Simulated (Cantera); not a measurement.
**Hydrocarbon pyrolysis for carbon deposition**

An isothermal, constant-pressure homogeneous reactor starts with 43.5 % CH4, 56.5 % H2, at 1575 K and 10.00 Torr.

Computed with Cantera and GRI-Mech 3.0 (53 species, 325 reactions). GRI-Mech 3.0 stops at C3 and has no aromatics, soot or wall deposition, so with more carbon than oxygen in the feed, carbon stays in small species such as C2H2 where larger ones or solid carbon would form. Radical loss at walls, strong at low pressure, is not modelled.

```csv
t (s),x CH4,x H2,x C2H,x CH3,x H,x CH2,x C2H4
2.00e-6,0.435,0.565,<1e-12,4.09e-8,3.23e-8,<1e-12,<1e-12
6.02e-6,0.435,0.565,<1e-12,1.43e-7,7.74e-8,<1e-12,<1e-12
1.81e-5,0.435,0.565,<1e-12,5.21e-7,1.41e-7,<1e-12,<1e-12
5.45e-5,0.435,0.565,<1e-12,1.76e-6,2.29e-7,<1e-12,<1e-12
0.000164,0.435,0.565,<1e-12,5.53e-6,4.70e-7,2.28e-12,4.34e-11
0.000494,0.435,0.565,<1e-12,1.69e-5,1.20e-6,2.60e-11,1.70e-9
0.00149,0.435,0.565,<1e-12,5.09e-5,3.38e-6,2.54e-10,5.26e-8
0.00447,0.435,0.565,<1e-12,0.000152,9.90e-6,2.30e-9,1.48e-6
0.0135,0.434,0.565,<1e-12,0.000445,2.88e-5,1.89e-8,3.91e-5
0.0405,0.431,0.567,5.38e-11,0.00117,7.68e-5,1.17e-7,0.000836
0.122,0.404,0.583,3.40e-9,0.00164,0.000118,2.27e-7,0.00475
0.367,0.330,0.632,1.98e-8,0.00138,0.000132,1.99e-7,0.00409
1.10,0.210,0.711,5.03e-8,0.000949,0.000160,1.53e-7,0.00183
3.32,0.0922,0.788,9.24e-8,0.000496,0.000210,1.01e-7,0.000569
10.0,0.0270,0.830,1.40e-7,0.000185,0.000281,5.23e-8,0.000262
```
x: mole fraction; the columns are a selection and need not sum to one.

Equilibrium at this temperature and pressure: CH4 0.00158, H2 0.847, C2H 1.74e-7, CH3 1.26e-5, H 0.000334, CH2 4.52e-9, C2H4 0.000235 (gas phase only).
